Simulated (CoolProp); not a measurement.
Vapour pressure (MPa) of acetone: the reference equation beside estimates from Tc = 235.0 °C, pc = 4.692 MPa, ω = 0.307. Clausius-Clapeyron is anchored at 46.25 °C with a constant enthalpy of vaporisation of 29.74 kJ/mol.

The numbers come from the reference Helmholtz-energy equation of state, Lemmon 2006 in CoolProp. It is a short technical equation, of lower accuracy than the large ones.

| T (°C) | reference | Lee-Kesler | Clausius-Clapeyron | van der Waals | Redlich-Kwong | Soave-Redlich-Kwong | Peng-Robinson |
|---|---|---|---|---|---|---|---|
| 10.35 | 0.01572 | 0.01457 | 0.01732 | 0.2645 | 0.04292 | 0.01482 | 0.01550 |
| 28.25 | 0.03529 | 0.03353 | 0.03665 | 0.3815 | 0.08514 | 0.03388 | 0.03483 |
| 46.25 | 0.07155 | 0.06942 | 0.07155 | 0.5307 | 0.1542 | 0.06975 | 0.07078 |
| 64.15 | 0.1325 | 0.1307 | 0.1296 | 0.7137 | 0.2579 | 0.1308 | 0.1315 |
| 82.15 | 0.2293 | 0.2289 | 0.2218 | 0.9357 | 0.4067 | 0.2287 | 0.2281 |
| 100.15 | 0.3737 | 0.3761 | 0.3605 | 1.199 | 0.6093 | 0.3760 | 0.3731 |
| 118.05 | 0.5783 | 0.5846 | 0.5589 | 1.503 | 0.8731 | 0.5857 | 0.5792 |
| 136.05 | 0.8603 | 0.8713 | 0.8356 | 1.855 | 1.210 | 0.8759 | 0.8644 |
| 153.95 | 1.234 | 1.249 | 1.205 | 2.253 | 1.624 | 1.260 | 1.243 |
| 171.95 | 1.721 | 1.739 | 1.691 | 2.702 | 2.129 | 1.760 | 1.738 |

Absolute difference from the reference over all 10 rows, mean and median: Lee-Kesler 2.2 and 1.2 %, Clausius-Clapeyron 3.3 and 3.1 %, van der Waals 458.8 and 264.5 %, Redlich-Kwong 81.2 and 70.2 %, Soave-Redlich-Kwong 2.2 and 2.0 %, Peng-Robinson 0.8 and 0.7 %.
